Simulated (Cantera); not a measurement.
Input: 1 mol CH₃SiCl₃, 60 mol H₂, equilibrated at 64000 Pa.

Cantera equilibrium calculation (NASA polynomials, part measured and part estimated; ideal gas, pure solids and liquids). Candidate condensed phases: C, C₆H₆, C₇H₈, C₈H₁₈, Si, SiC; 109 gas species. The feed counts by its element totals alone. Rates play no part. All values below are at 1850 K.

Base state: H₂ 0.952, HCl 0.0468, H 0.000657, SiCl₂ 0.000359, CH₄ 0.000212, C₂H₂ (acetylene) 7.75e-5, Cl 2.46e-5 (mole fractions); condensed: SiC(s).

Q: What changes in the equilibrium state with this change: CH₃SiCl₃ replaced by (CH₃)₂SiCl₂?

A: 
| species | before | after |
|---|---|---|
| H₂ | 0.952 | 0.968 |
| HCl | 0.0468 | 0.0311 |
| H | 0.000657 | 0.000662 |
| SiCl₂ | 0.000359 | 8.66e-5 |
| C₂H₂ (acetylene) | 7.75e-5 | 0.000253 |
| CH₄ | 0.000212 | 0.000392 |
| Cl | 2.46e-5 | 1.62e-5 |
| SiC(s), mol | 0.977 | 0.994 |
| C(graphite), mol | 0 | 0.948 |
